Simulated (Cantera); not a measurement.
What does this Cantera script print?

```python
import numpy as np
import cantera as ct

gas = ct.Solution("gri30.yaml")
gas.TPX = 525, 220000, {'C3H8': 1, 'O2': 5, 'N2': 18.8, 'CO2': 6.8}
flame = ct.FreeFlame(gas, width=0.023)
flame.set_refine_criteria(ratio=3, slope=0.08, curve=0.16)
flame.transport_model = "mixture-averaged"
flame.solve(loglevel=0, auto=True)
z, T = flame.grid, flame.T
thick = (T[-1] - T[0]) / np.gradient(T, z).max()
show = ['C3H8', 'O2', 'CO2', 'CO', 'NO', 'O']
print(f"laminar burning velocity  {flame.velocity[0] * 100:.3f} cm/s")
print(f"burnt temperature         {T[-1]:.1f} K")
print(f"thermal thickness         {thick * 1e3:.4f} mm")
print(f"grid points               {len(z)}")
z0 = z[flame.heat_release_rate.argmax()]
print(f"{'z/mm':>9s}{'T/K':>9s}{'u/(m/s)':>9s}" + "".join(f"{s:>11s}" for s in show))
rows = []
for k in (-3, -2, -1.5, -1, -0.5, -0.25, 0, 0.25, 0.5, 1, 2, 4, 8):
    zz = z0 + k * thick
    rows.append([k * thick, np.interp(zz, z, T), np.interp(zz, z, flame.velocity),
                 *(np.interp(zz, z, flame.X[gas.species_index(s)]) for s in show)])
    print(f"{rows[-1][0] * 1e3:9.3f}{rows[-1][1]:9.1f}{rows[-1][2]:9.3f}" + "".join(f"{x:11.3e}" for x in rows[-1][3:]))
```

It prints:

```
laminar burning velocity  28.603 cm/s
burnt temperature         1989.6 K
thermal thickness         0.3502 mm
grid points               131
     z/mm      T/K  u/(m/s)       C3H8         O2        CO2         CO         NO          O
   -1.051    525.3    0.286  3.162e-02  1.580e-01  2.150e-01  1.826e-05  2.216e-10  1.711e-18
   -0.700    528.4    0.289  3.158e-02  1.574e-01  2.147e-01  1.803e-04  2.286e-09  3.785e-15
   -0.525    539.8    0.295  3.148e-02  1.557e-01  2.144e-01  7.372e-04  1.017e-08  4.968e-13
   -0.350    601.7    0.331  3.074e-02  1.479e-01  2.135e-01  3.646e-03  6.875e-08  1.154e-10
   -0.175    892.3    0.501  2.305e-02  1.148e-01  2.143e-01  1.727e-02  7.170e-07  7.353e-08
   -0.088   1200.1    0.686  9.934e-03  8.031e-02  2.197e-01  3.244e-02  1.838e-06  5.350e-06
    0.000   1533.7    0.888  2.167e-04  4.199e-02  2.328e-01  4.733e-02  3.489e-06  2.667e-04
    0.088   1674.8    0.967  1.977e-08  2.444e-02  2.481e-01  4.249e-02  5.564e-06  1.090e-03
    0.175   1734.0    0.997  1.086e-12  1.903e-02  2.576e-01  3.532e-02  6.854e-06  1.134e-03
    0.350   1800.3    1.030  6.629e-19  1.482e-02  2.663e-01  2.839e-02  8.203e-06  7.945e-04
    0.700   1862.0    1.061  1.825e-28  1.114e-02  2.740e-01  2.219e-02  9.654e-06  4.460e-04
    1.401   1909.7    1.085  6.725e-38  8.089e-03  2.806e-01  1.678e-02  1.124e-05  2.335e-04
    2.802   1943.8    1.101 -1.417e-39  5.798e-03  2.857e-01  1.254e-02  1.298e-05  1.214e-04
```

Computed with Cantera and GRI-Mech 3.0 (53 species, 325 reactions). GRI-Mech 3.0 was tuned for natural gas; its chemistry of propane as a main component is partial and can be far from experiment. Burning velocities carry a grid error of a few per cent, more on coarse grids.
